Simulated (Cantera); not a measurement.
Input (Python, Cantera):

```python
import numpy as np
import cantera as ct

gas = ct.Solution("h2o2.yaml")
gas.TPX = 1250, 43000, {'H2': 1.4, 'O2': 1, 'N2': 4.5}
reactor = ct.IdealGasConstPressureReactor(gas, energy="off", clone=False)
net = ct.ReactorNet([reactor])
net.rtol, net.atol = 1e-08, 1e-18
show = ['H2', 'O2', 'HO2', 'H2O', 'H', 'OH', 'H2O2']
times = np.geomspace(0.0004, 2, 11)

steps = ct.SolutionArray(gas, extra=["t"])
rows = []
print(f"{'t/s':>10s}{'T/K':>9s}{'P/Pa':>11s}" + "".join(f"{s:>11s}" for s in show))
for t in times:
    while net.time < t:
        t_next = net.step()
        steps.append(gas.state, t=t_next)
    rows.append([np.interp(t, steps.t, y) for y in (steps.T, steps.P, *steps(*show).X.T)])
    print(f"{t:10.3e}{rows[-1][0]:9.1f}{rows[-1][1]:11.4g}" + "".join(f"{x:11.3e}" for x in rows[-1][2:]))
rate = np.gradient(steps.T, steps.t)
print("integrator steps:", len(steps.t))
if steps.T.max() > steps.T[0] + 200:
    print(f"time of steepest temperature rise: {steps.t[rate.argmax()]:.4e} s")
gas.TPX = 1250, 43000, {'H2': 1.4, 'O2': 1, 'N2': 4.5}
gas.equilibrate("TP")
print(f"equilibrium (TP): T = {gas.T:.1f} K  " + "  ".join(f"{s} {gas[s].X[0]:.3e}" for s in show))
```

Output:

```
       t/s      T/K       P/Pa         H2         O2        HO2        H2O          H         OH       H2O2
 4.000e-04   1250.0    4.3e+04  4.084e-03  4.961e-02  2.290e-05  2.185e-01  2.379e-03  1.854e-03  3.603e-06
 9.375e-04   1250.0    4.3e+04  6.792e-04  4.846e-02  1.217e-05  2.246e-01  1.251e-04  6.478e-04  1.632e-06
 2.197e-03   1250.0    4.3e+04  1.105e-04  4.835e-02  3.506e-06  2.255e-01  8.110e-06  2.600e-04  5.512e-07
 5.149e-03   1250.0    4.3e+04  1.991e-05  4.836e-02  8.286e-07  2.257e-01  7.429e-07  1.214e-04  1.819e-07
 1.207e-02   1250.0    4.3e+04  4.460e-06  4.837e-02  2.226e-07  2.258e-01  9.834e-08  6.375e-05  6.339e-08
 2.828e-02   1250.0    4.3e+04  1.291e-06  4.838e-02  7.233e-08  2.258e-01  1.787e-08  3.664e-05  2.392e-08
 6.629e-02   1250.0    4.3e+04  4.521e-07  4.838e-02  2.810e-08  2.258e-01  4.035e-09  2.241e-05  9.686e-09
 1.554e-01   1250.0    4.3e+04  1.817e-07  4.838e-02  1.395e-08  2.258e-01  1.074e-09  1.437e-05  4.190e-09
 3.641e-01   1250.0    4.3e+04  8.747e-08  4.838e-02  9.916e-09  2.258e-01  3.629e-10  9.840e-06  2.043e-09
 8.534e-01   1250.0    4.3e+04  5.886e-08  4.839e-02  9.275e-09  2.258e-01  1.967e-10  7.810e-06  1.322e-09
 2.000e+00   1250.0    4.3e+04  5.445e-08  4.839e-02  9.256e-09  2.258e-01  1.735e-10  7.421e-06  1.202e-09
integrator steps: 1816
equilibrium (TP): T = 1250.0 K  H2 5.436e-08  O2 4.839e-02  HO2 9.256e-09  H2O 2.258e-01  H 1.730e-10  OH 7.413e-06  H2O2 1.200e-09
```

Computed with Cantera and the H2/O2 subset of GRI-Mech 3.0, which has no nitrogen chemistry. The temperature is held fixed by assumption; the heat of reaction is taken as removed at once.
